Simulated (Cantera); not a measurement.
Charge: 1 mol Al(CH3)3, 3 mol N2, 4.8 mol H2, held at 552 °C and 0.0520 bar.

Cantera equilibrium calculation (NASA polynomials, part measured and part estimated; ideal gas, pure solids and liquids). Candidate condensed phases: Al, AlN, C, C6H6, C7H8, C8H18; 97 gas species. The feed counts by its element totals alone. Equilibrium is a limit: real reactors are often held back by kinetics, nucleation or transport.

Base state: H2 0.756, N2 0.218, CH4 0.0269, NH3 3.73e-5 (mole fractions); condensed: AlN(s) + C(graphite).

Q: What changes in the equilibrium state with this change: Al(CH3)3 replaced by AlCl3?

A: 
| species | before | after |
|---|---|---|
| H2 | 0.756 | 0.484 |
| N2 | 0.218 | 0.321 |
| HCl | 0 | 0.123 |
| AlCl3 | 0 | 0.0716 |
| CH4 | 0.0269 | 0 |
| Al2Cl6 | 0 | 0.000520 |
| NH3 | 3.73e-5 | 2.32e-5 |
| AlN(s), mol | 1.00 | 0.361 |
| C(graphite), mol | 2.69 | 0 |
Further candidate phases: AlCl3, NH4Cl.

Q: What changes in the equilibrium state with this change: N2 from 3 to 11 mol?

A: 
```
species            before    after
----------------  -------  -------
N2                  0.218    0.535
H2                  0.756    0.455
CH4                0.0269  0.00973
NH3               3.73e-5  2.73e-5
AlN(s), mol          1.00     1.00
C(graphite), mol     2.69     2.81
```
